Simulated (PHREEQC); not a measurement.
Solution (85 °C): 0.00022 mol PbCl2 per kg of water. Closed to the air; pH follows from the charge balance.

The numbers come from PHREEQC with the ion-association model, phreeqc.dat.

Each row changes one thing in this solution. No solid was allowed to form.

```
case                                      pH  ionic strength (mol/kgw)  PbCl+ (mol/kgw)  PbOH+ (mol/kgw)  Pb2OH+3 (mol/kgw)  Pb3(OH)4+2 (mol/kgw)  SI of Pb(OH)2 (Pb(OH)2)
--------------------------------------  ----  ------------------------  ---------------  ---------------  -----------------  --------------------  -----------------------
as made                                 5.70                  0.000637          1.07e-5          1.86e-6            9.82e-9               1.07e-9                    +1.24
PbCl2 from 0.00022 to 0.00044 mol/kgw   5.58                   0.00124          3.85e-5          2.58e-6            2.76e-8               2.18e-9                    +1.25
PbCl2 from 0.00022 to 0.000242 mol/kgw  5.69                  0.000699          1.28e-5          1.95e-6            1.13e-8               1.18e-9                    +1.24
diluted 10-fold with water              6.07                   6.57e-5          1.24e-7          4.76e-7           2.38e-10              4.10e-11                    +1.02
PbCl2 from 0.00022 to 4.4e-05 mol/kgw   5.98                  0.000131          4.84e-7          7.57e-7           7.70e-10              1.34e-10                    +1.13
diluted 5-fold with water               5.98                  0.000131          4.84e-7          7.57e-7           7.70e-10              1.34e-10                    +1.13
```

Species that the database lacks are ignored. Some of these states are supersaturated (in Pb(OH)2, for instance). Constants without temperature data keep their 25 °C values here.
